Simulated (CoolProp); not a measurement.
CHF3 (R23) along the isotherm 301.7 K: fugacity coefficient from the reference equation and from simpler models built on Tc = 299.3 K, pc = 4.832 MPa, ω = 0.263; each cubic takes its own stable root.

Values from CoolProp's reference Helmholtz-energy equation of state, Penoncello 2003.

| p (MPa) | phase | reference | van der Waals | Redlich-Kwong | Peng-Robinson |
|---|---|---|---|---|---|
| 0.0382 | gas | 0.9972 | 0.9977 | 0.9974 | 0.9971 |
| 0.0869 | gas | 0.9937 | 0.9948 | 0.9940 | 0.9934 |
| 0.198 | gas | 0.9856 | 0.9881 | 0.9864 | 0.9849 |
| 0.45 | gas | 0.9674 | 0.9729 | 0.9692 | 0.9659 |
| 1.02 | gas | 0.9267 | 0.9388 | 0.9306 | 0.9235 |
| 2.33 | gas | 0.8350 | 0.8606 | 0.8436 | 0.8293 |
| 5.31 | supercritical | 0.6185 | 0.6626 | 0.6359 | 0.6154 |
| 12.1 | supercritical | 0.3356 | 0.3999 | 0.3638 | 0.3437 |
